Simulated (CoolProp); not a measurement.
Vapour-liquid equilibrium of ethylene (1) + isobutane (2) at 0.13 MPa; x and y are mole fractions of (1).

The numbers come from the multi-fluid Helmholtz-energy mixture model, Smukala 2000 and Bücker 2006; pair parameters Bell 2016 in CoolProp.

```csv
x,bubble temperature (°C),y at the bubble point,dew temperature at overall composition x (°C),liquid density (mol/L)
0.05,-26.4,0.586,-6.6,10.72
0.2,-60.6,0.942,-11.0,12.16
0.35,-75.7,0.983,-16.1,13.41
0.5,-84.6,0.994,-22.2,14.70
0.65,-90.7,0.997,-29.9,16.10
0.8,-95.1,0.999,-40.8,17.66
0.95,-98.5,1.000,-62.7,19.39
```

No azeotrope shows between x = 0.05 and 0.95.

The pair parameters rest on a limited set of measurements; away from them the model extrapolates.
